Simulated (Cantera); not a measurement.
Feed: 1 mol Si₂H₆, 0.025 mol Cl₂, 4.7 mol H₂, at 10000 Pa.

Equilibrium computed with Cantera from the NASA thermochemical tables; the gas is ideal and each condensed phase is pure. Candidate condensed phases: Si; 19 gas species. The feed counts by its element totals alone. The tables' values for SiCl₃ are old estimates; treat these amounts as uncertain. Equilibrium is a limit: real reactors are often held back by kinetics, nucleation or transport. All values below are at 1075 K.

Base state: H₂ 0.994, HCl 0.00574, SiHCl₃ 0.000104, SiCl₂ 6.48e-5, SiCl₄ 4.84e-5, SiH₂Cl₂ 2.62e-5, SiCl₃ 1.41e-5 (mole fractions); condensed: Si(s).

### Question
What changes in the equilibrium state with this change: Cl₂ from 0.025 to 0.034 mol?

### Answer
```csv
species,before,after
H₂,0.994,0.992
HCl,0.00574,0.00728
SiHCl₃,0.000104,0.000212
SiCl₄,4.84e-5,0.000125
SiCl₃,1.41e-5,2.87e-5
"Si(s), mol",2.00,2.00
```
